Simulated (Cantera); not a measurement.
# Adiabatic ignition

An adiabatic, constant-pressure homogeneous reactor starts with 21.8 % H2, 15.8 % O2, 59.3 % N2, 3.05 % H2O, at 1700 K and 29.0 bar.

Computed with Cantera and the H2/O2 subset of GRI-Mech 3.0, which has no nitrogen chemistry. The hydrogen kinetics of GRI-Mech 3.0 are dated; newer H2 mechanisms differ, most at raised pressure. The pressure lies above the range GRI-Mech 3.0 was tuned for (to about 10 atm).

```
t (s)     T (K)     x H2    x O2  x H2O    x OH      x H   x H2O2      x O
--------  -----  -------  ------  -----  ------  -------  -------  -------
2.00e-6    2982  0.00883  0.0509  0.252  0.0246  0.00263  5.17e-6  0.00449
4.86e-6    2982  0.00882  0.0509  0.253  0.0246  0.00263  5.17e-6  0.00449
1.18e-5    2982  0.00882  0.0509  0.253  0.0246  0.00263  5.17e-6  0.00449
2.87e-5    2982  0.00882  0.0509  0.253  0.0246  0.00263  5.17e-6  0.00449
6.97e-5    2982  0.00882  0.0509  0.253  0.0246  0.00263  5.17e-6  0.00449
0.000169   2982  0.00882  0.0509  0.253  0.0246  0.00263  5.17e-6  0.00449
0.000412   2982  0.00882  0.0509  0.253  0.0246  0.00263  5.17e-6  0.00449
0.00100    2982  0.00882  0.0509  0.253  0.0246  0.00263  5.17e-6  0.00449
0.00243    2982  0.00882  0.0509  0.253  0.0246  0.00263  5.17e-6  0.00449
0.00590    2982  0.00882  0.0509  0.253  0.0246  0.00263  5.17e-6  0.00449
0.0143     2982  0.00882  0.0509  0.253  0.0246  0.00263  5.17e-6  0.00449
0.0349     2982  0.00882  0.0509  0.253  0.0246  0.00263  5.17e-6  0.00449
0.0847     2982  0.00882  0.0509  0.253  0.0246  0.00263  5.17e-6  0.00449
0.206      2982  0.00882  0.0509  0.253  0.0246  0.00263  5.17e-6  0.00449
0.500      2982  0.00882  0.0509  0.253  0.0246  0.00263  5.17e-6  0.00449
```
x: mole fraction; the columns are a selection and need not sum to one.

| Property | Value |
|---|---|
| time of steepest temperature rise | 0.350 µs |
| temperature at 0.500 s | 2982 K |
| equilibrium temperature | 2982 K |
| x(H2) at 0.500 s | 0.00882 (gas-phase equilibrium 0.00882) |
| x(O2) at 0.500 s | 0.0509 (gas-phase equilibrium 0.0509) |
| x(H2O) at 0.500 s | 0.253 (gas-phase equilibrium 0.253) |
